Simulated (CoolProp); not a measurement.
Computed with CoolProp (reference Helmholtz-energy equation of state, Wagner 2002).

Question: For water, give the phase and the cp (kJ/(kg K)), Prandtl number at 307.25 °C and 0.121 MPa; 323.45 °C and 0.121 MPa; 328.85 °C and 0.121 MPa.

Answer: 
- 307.25 °C and 0.121 MPa: gas; cp 2.02, Prandtl number 0.938
- 323.45 °C and 0.121 MPa: gas; cp 2.03, Prandtl number 0.936
- 328.85 °C and 0.121 MPa: gas; cp 2.03, Prandtl number 0.935

Viscosity comes from a separate model (Huber 2009). Thermal conductivity comes from a separate model (Huber 2012).
